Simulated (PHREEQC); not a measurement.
**Alkaline etch or developer**

Make-up at 81 °C and 500 atm: 7.5 mmol/kgw NH3, 0.0035 mmol/kgw H4SiO4 and 1.4 mmol/kgw (CH3)4NCl. It is in equilibrium with CO2 at log p = -3.4 (atm). Otherwise closed; pH follows from the charge balance.

The numbers come from PHREEQC with the ion-association model, phreeqc.dat.

No solid was allowed to form.

Problem. Predict the pH.

Solution. pH 8.62.

Problem. In which forms is N present?

Solution. NH3 84 %, NH4+ 16 % of the N.

Under pressure, the constants of complexes without a molar volume in the database are unreliable. (CH3)4N+ isn't in the database: it is added as a free cation with an ion size of 4 Å. At this temperature some constants are extrapolated from 25 °C, and those without enthalpy data are left unchanged.
